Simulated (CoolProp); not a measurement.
Properties of CH2F2 (R32) along the isobar 15500 kPa.

Model: reference Helmholtz-energy equation of state, Tillner-Roth 1997, in CoolProp.

```csv
T (K),phase,viscosity (µPa s),conductivity (mW/(m K))
164.1,liquid,944,233
180.1,liquid,665,224
196,liquid,499,215
212,liquid,389,206
228,liquid,312,195
244,liquid,255,185
259.9,liquid,211,174
275.9,liquid,177,163
291.9,liquid,149,151
307.9,liquid,126,140
```

Viscosity comes from a separate model (Bell 2016), an estimate that may be off by 10 % or more. Thermal conductivity comes from a separate model (Huber 2003), an estimate that may be off by 10 % or more.
